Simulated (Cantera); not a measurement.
**Formation from one mole of O2**

Source: NASA polynomial tables (part measured, part estimated), evaluated in Cantera. Values are per mole of reaction as written; species without (g) are pure solids or liquids, kept so even where they would boil at 1 bar.

4 Li + O2(g) → 2 Li2O

| T (K) | ΔH° (kJ) | ΔS° (J/K) | ΔG° (kJ) | log10 K | condensed phases |
|---|---|---|---|---|---|
| 1550 | -1189.9 | -262.2 | -783.5 | 26.40 | Li(l), Li2O(s) |
| 1650 | -1186.0 | -259.7 | -757.4 | 23.98 | Li(l), Li2O(s) |
| 1750 | -1182.0 | -257.4 | -731.6 | 21.84 | Li(l), Li2O(s) |
| 1850 | -1060.8 | -191.6 | -706.4 | 19.94 | Li(l), Li2O(l) |
| 1950 | -1056.8 | -189.4 | -687.3 | 18.41 | Li(l), Li2O(l) |

0.6667 Cr + O2(g) → 0.6667 CrO3(g)

```csv
T (K),ΔH° (kJ),ΔS° (J/K),ΔG° (kJ),log10 K
1550,-201.2,-50.5,-122.9,4.14
1650,-202.4,-51.3,-117.8,3.73
1750,-203.7,-52.0,-112.6,3.36
1850,-205.1,-52.8,-107.4,3.03
1950,-206.7,-53.7,-102.0,2.73
```

C + O2(g) → CO2(g)

```
T (K)  ΔH° (kJ)  ΔS° (J/K)  ΔG° (kJ)  log10 K
-----  --------  ---------  --------  -------
1550     -395.8        0.3    -396.3    13.35
1650     -396.0        0.2    -396.3    12.55
1750     -396.2        0.0    -396.3    11.83
1850     -396.5       -0.1    -396.3    11.19
1950     -396.7       -0.2    -396.3    10.62
```

2 Ti + O2(g) → 2 TiO(g)

```json
[
 {"T (K)": "1550", "ΔH° (kJ)": "74.7", "ΔS° (J/K)": "161.8", "ΔG° (kJ)": "-176.1", "log10 K": "5.94", "condensed phases": "Ti(β)"},
 {"T (K)": "1650", "ΔH° (kJ)": "71.8", "ΔS° (J/K)": "160.0", "ΔG° (kJ)": "-192.2", "log10 K": "6.09", "condensed phases": "Ti(β)"},
 {"T (K)": "1750", "ΔH° (kJ)": "68.5", "ΔS° (J/K)": "158.1", "ΔG° (kJ)": "-208.1", "log10 K": "6.21", "condensed phases": "Ti(β)"},
 {"T (K)": "1850", "ΔH° (kJ)": "64.9", "ΔS° (J/K)": "156.1", "ΔG° (kJ)": "-223.8", "log10 K": "6.32", "condensed phases": "Ti(β)"},
 {"T (K)": "1950", "ΔH° (kJ)": "31.7", "ΔS° (J/K)": "139.0", "ΔG° (kJ)": "-239.3", "log10 K": "6.41", "condensed phases": "Ti(l)"}
]
```
